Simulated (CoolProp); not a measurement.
Vapour-liquid equilibrium of R125 (1) + R134a (2) at 0.195 MPa; x and y are mole fractions of (1).

Computed with CoolProp (multi-fluid Helmholtz-energy mixture model, Lemmon 2005 and Tillner-Roth 1994; pair parameters Lemmon 2004).

```
x      bubble temperature (°C)  y at the bubble point  dew temperature at overall composition x (°C)  liquid density (mol/L)
-----  -----------------------  ---------------------  ---------------------------------------------  ----------------------
0.05                     -12.5                  0.112                                          -11.5                   13.00
0.125                    -15.1                  0.256                                          -12.8                   12.96
0.2                      -17.4                  0.377                                          -14.1                   12.90
0.275                    -19.5                  0.480                                          -15.4                   12.85
0.35                     -21.4                  0.568                                          -16.8                   12.79
0.425                    -23.2                  0.644                                          -18.3                   12.72
0.5                      -24.9                    ___                                          -19.9                   12.65
0.575                      ___                  0.768                                          -21.6                   12.59
0.65                     -27.9                  0.819                                          -23.4                   12.52
0.725                    -29.3                  0.865                                          -25.3                   12.44
0.8                      -30.6                    ___                                            ___                     ___
0.875                      ___                  0.944                                          -29.6                   12.29
0.95                     -33.0                  0.979                                          -32.0                   12.22
```

**Question.** Complete the blanks.

**Answer.** 
- 0.5, y at the bubble point: 0.710
- 0.575, bubble temperature (°C): -26.5
- 0.8, y at the bubble point: 0.907
- 0.8, dew temperature at overall composition x (°C): -27.3
- 0.8, liquid density (mol/L): 12.37
- 0.875, bubble temperature (°C): -31.8

No azeotrope shows between x = 0.05 and 0.95.

Pair parameters are fitted to limited data, so mixtures are less certain than the pure fluids.
